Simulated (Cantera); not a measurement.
An isothermal plug-flow reactor at 1075 K and 2.80 bar (inlet), inlet velocity 3.1 m/s, active area per volume 960 1/m; feed CH₄ : O₂ : N₂ = 0.035 : 0.013 : 0.79 (molar parts).

Cantera simulation using Deutschmann's 1995 Pt surface mechanism with GRI-Mech 3.0 gas chemistry; the numbers are that mechanism's predictions, not measurements. Catalytic surfaces can have several steady states; this one follows from the mechanism file's or the stated starting coverage. Mass transfer to the wall is taken as infinitely fast.

Task: Predict: x(CH₄) at z = 0.092 m; x(O₂) at z = 0.092 m; x(H₂O) at z = 0.092 m; x(CO₂) at z = 0.092 m; x(CO) at z = 0.092 m; θ(free Pt) at the exit; θ(H*) at the exit; θ(C*) at the exit.

Result: 
- x(CH₄) at z = 0.092 m: 0.0289
- x(O₂) at z = 0.092 m: 0.00259
- x(H₂O) at z = 0.092 m: 0.0131
- x(CO₂) at z = 0.092 m: 3.82e-6
- x(CO) at z = 0.092 m: 0.0124
- θ(free Pt) at the exit: 0.0326
- θ(H*) at the exit: 0.00181
- θ(C*) at the exit: 0.965
